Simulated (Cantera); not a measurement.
Charge: 1 mol SiH4, 4.8 mol NO, held at 700 °C and 13.3 mbar.

Method: chemical equilibrium by Gibbs-energy minimisation in Cantera with the NASA 1993 tables (ideal gas, pure condensed phases). Candidate condensed phases: H2O, Si, SiO2, Si2N2O, Si3N4; 35 gas species. Equilibrium is a limit: real reactors are often held back by kinetics, nucleation or transport.

Problem. What is the equilibrium state?

Solution. 
```
Item                                  Value
--------------------------------  ---------
x(N2)                                 0.500
x(H2O)                                0.417
x(O2)                                0.0833
x(NO)                               1.16e-5
n(SiO2(β-quartz))                  1.00 mol
gas amount                        4.800 mol
log10 activity of Si(s) (absent)     -36.50
```
